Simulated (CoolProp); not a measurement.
Vapour-liquid equilibrium of dimethyl ether (1) + chloromethane (R40) (2) at 78.45 °C; x and y are mole fractions of (1).

Model: multi-fluid Helmholtz-energy mixture model, Wu 2011 and Thol 2014; pair parameters Bell 2016, in CoolProp.

```json
[
 {"x": "0.05", "bubble pressure (MPa)": "2.116", "y at the bubble point": "0.046", "dew pressure at overall composition x (MPa)": "2.115", "liquid density (mol/L)": "(withheld)"},
 {"x": "0.125", "bubble pressure (MPa)": "2.096", "y at the bubble point": "(withheld)", "dew pressure at overall composition x (MPa)": "2.094", "liquid density (mol/L)": "15.16"},
 {"x": "0.2", "bubble pressure (MPa)": "2.081", "y at the bubble point": "0.190", "dew pressure at overall composition x (MPa)": "2.079", "liquid density (mol/L)": "(withheld)"},
 {"x": "0.275", "bubble pressure (MPa)": "2.068", "y at the bubble point": "0.266", "dew pressure at overall composition x (MPa)": "2.067", "liquid density (mol/L)": "14.63"},
 {"x": "0.35", "bubble pressure (MPa)": "2.060", "y at the bubble point": "0.344", "dew pressure at overall composition x (MPa)": "2.059", "liquid density (mol/L)": "14.37"},
 {"x": "0.425", "bubble pressure (MPa)": "2.055", "y at the bubble point": "(withheld)", "dew pressure at overall composition x (MPa)": "2.055", "liquid density (mol/L)": "14.11"},
 {"x": "0.5", "bubble pressure (MPa)": "2.055", "y at the bubble point": "0.502", "dew pressure at overall composition x (MPa)": "2.055", "liquid density (mol/L)": "13.85"},
 {"x": "0.575", "bubble pressure (MPa)": "2.059", "y at the bubble point": "0.581", "dew pressure at overall composition x (MPa)": "2.058", "liquid density (mol/L)": "13.59"},
 {"x": "0.65", "bubble pressure (MPa)": "2.067", "y at the bubble point": "(withheld)", "dew pressure at overall composition x (MPa)": "2.066", "liquid density (mol/L)": "13.34"},
 {"x": "0.725", "bubble pressure (MPa)": "2.079", "y at the bubble point": "0.737", "dew pressure at overall composition x (MPa)": "2.077", "liquid density (mol/L)": "13.08"},
 {"x": "0.8", "bubble pressure (MPa)": "2.096", "y at the bubble point": "0.812", "dew pressure at overall composition x (MPa)": "2.093", "liquid density (mol/L)": "12.83"},
 {"x": "0.875", "bubble pressure (MPa)": "2.116", "y at the bubble point": "0.885", "dew pressure at overall composition x (MPa)": "2.113", "liquid density (mol/L)": "12.57"},
 {"x": "0.95", "bubble pressure (MPa)": "2.141", "y at the bubble point": "0.955", "dew pressure at overall composition x (MPa)": "(withheld)", "liquid density (mol/L)": "12.32"}
]
```

Problem. Some entries are withheld; supply them.

Solution. 
- 0.05, liquid density (mol/L): 15.43
- 0.125, y at the bubble point: 0.117
- 0.2, liquid density (mol/L): 14.89
- 0.425, y at the bubble point: 0.422
- 0.65, y at the bubble point: 0.660
- 0.95, dew pressure at overall composition x (MPa): 2.139

y crosses x between x = 0.425 and 0.5: the model has an azeotrope there.

The pair parameters rest on a limited set of measurements; away from them the model extrapolates.
